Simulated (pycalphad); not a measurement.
Computed with pycalphad from the COST 507 light-alloy database (1999), at 1 atm. These are 1990s assessments: newer ones move some temperatures and phases.

Task: Which phases does Nb-86 at.% Ti hold at 750 K, with what compositions and amounts?

Result: bcc with 12.5 at.% Ti and hcp with 98.8 at.% Ti. The lever rule gives (86 − 12.5)/(98.8 − 12.5) = 0.85 of hcp and 0.15 of bcc.

Task: Which phases does Nb-47 at.% Ti hold at 500 K, with what compositions and amounts?

Result: bcc with 0.97 at.% Ti and hcp with 99.86 at.% Ti. The lever rule gives (47 − 1.0)/(99.9 − 1.0) = 0.47 of hcp and 0.53 of bcc.

Task: Which phases does Nb-91 at.% Ti hold at 917 K, with what compositions and amounts?

Result: bcc with 71.9 at.% Ti and hcp with 98.1 at.% Ti. The lever rule gives (91 − 71.9)/(98.1 − 71.9) = 0.73 of hcp and 0.27 of bcc.

Task: Which phases does Nb-18 at.% Ti hold at 2542 K, with what compositions and amounts?

Result: bcc with 13.9 at.% Ti and liquid with 22.8 at.% Ti. The lever rule gives (18 − 13.9)/(22.8 − 13.9) = 0.46 of liquid and 0.54 of bcc.
